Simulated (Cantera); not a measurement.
Cantera run, input and output.

```python
import numpy as np
import cantera as ct

gas = ct.Solution("gri30.yaml", transport_model="mixture-averaged")
show = ['H2', 'NO', 'C2H2']

rows = []
print(f"{'T/K':>7s}{'rho':>11s}{'cp':>10s}{'mu':>11s}{'lambda':>11s}{'Pr':>7s}" + "".join(f"{'D_' + s:>11s}" for s in show))
for T in [400, 500, 600, 700, 800, 900]:
    gas.TPX = T, 18000, {'CO2': 0.19}
    Pr = gas.cp_mass * gas.viscosity / gas.thermal_conductivity
    D = [gas.mix_diff_coeffs_mole[gas.species_index(s)] for s in show]
    rows.append([gas.density, gas.cp_mass, gas.viscosity, gas.thermal_conductivity, Pr, *D])
    print(f"{T:7g}{gas.density:11.4e}{gas.cp_mass:10.1f}{gas.viscosity:11.4e}"
          f"{gas.thermal_conductivity:11.4e}{Pr:7.3f}" + "".join(f"{d:11.4e}" for d in D))
print("SI units: kg/m3, J/kg/K, Pa s, W/m/K, m2/s")
```

Result:

```
    T/K        rho        cp         mu     lambda     Pr       D_H2       D_NO     D_C2H2
    400 2.3819e-01     937.9 1.9751e-05 2.5328e-02  0.731 6.1565e-04 1.4690e-04 1.1926e-04
    500 1.9055e-01    1013.9 2.3989e-05 3.3266e-02  0.731 9.0229e-04 2.1825e-04 1.8003e-04
    600 1.5879e-01    1076.1 2.7866e-05 4.1022e-02  0.731 1.2292e-03 2.9993e-04 2.5020e-04
    700 1.3611e-01    1126.8 3.1458e-05 4.8503e-02  0.731 1.5936e-03 3.9122e-04 3.2901e-04
    800 1.1909e-01    1168.6 3.4817e-05 5.5687e-02  0.731 1.9936e-03 4.9153e-04 4.1588e-04
    900 1.0586e-01    1203.7 3.7985e-05 6.2581e-02  0.731 2.4275e-03 6.0040e-04 5.1036e-04
SI units: kg/m3, J/kg/K, Pa s, W/m/K, m2/s
```

Cantera simulation using GRI-Mech 3.0 (53 species, 325 reactions); the numbers are that mechanism's predictions, not measurements.
